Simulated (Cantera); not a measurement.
**Adiabatic ignition**

An adiabatic, constant-volume homogeneous reactor starts with C2H4 : O2 : N2 : H2O = 1 : 3.33 : 12.5 : 1.9 (molar parts), equivalence ratio 0.90, at 1325 K and 750 Torr.

Computed with Cantera and GRI-Mech 3.0 (53 species, 325 reactions). GRI-Mech 3.0 was tuned for natural gas; its chemistry of ethylene as a main component is partial and can be far from experiment.

| t (s) | T (K) | P (bar) | x C2H4 | x O2 | x H2O | x CO | x O |
|---|---|---|---|---|---|---|---|
| 2.00e-6 | 1325 | 1.00 | 0.0534 | 0.178 | 0.101 | 1.57e-10 | 3.52e-11 |
| 6.65e-6 | 1325 | 1.00 | 0.0534 | 0.178 | 0.101 | 2.44e-9 | 2.03e-10 |
| 2.21e-5 | 1325 | 1.000 | 0.0534 | 0.178 | 0.101 | 1.14e-7 | 5.23e-9 |
| 7.37e-5 | 1492 | 1.14 | 0.0372 | 0.157 | 0.112 | 0.0131 | 0.000285 |
| 0.000245 | 2799 | 2.20 | <1e-12 | 0.0338 | 0.172 | 0.0368 | 0.00677 |
| 0.000816 | 2791 | 2.19 | <1e-12 | 0.0316 | 0.172 | 0.0368 | 0.00635 |
| 0.00271 | 2785 | 2.19 | <1e-12 | 0.0297 | 0.172 | 0.0369 | 0.00599 |
| 0.00903 | 2784 | 2.19 | <1e-12 | 0.0296 | 0.172 | 0.0369 | 0.00597 |
| 0.0301 | 2784 | 2.19 | <1e-12 | 0.0296 | 0.172 | 0.0369 | 0.00597 |
| 0.100 | 2784 | 2.19 | <1e-12 | 0.0296 | 0.172 | 0.0369 | 0.00597 |
x: mole fraction; the columns are a selection and need not sum to one.

```
Item                                                               Value
---------------------------------  -------------------------------------
time of steepest temperature rise                                80.9 µs
temperature at 0.100 s                                            2784 K
equilibrium temperature                                           2784 K
x(C2H4) at 0.100 s                 <1e-12 (gas-phase equilibrium <1e-12)
x(O2) at 0.100 s                   0.0296 (gas-phase equilibrium 0.0296)
x(H2O) at 0.100 s                    0.172 (gas-phase equilibrium 0.172)
```
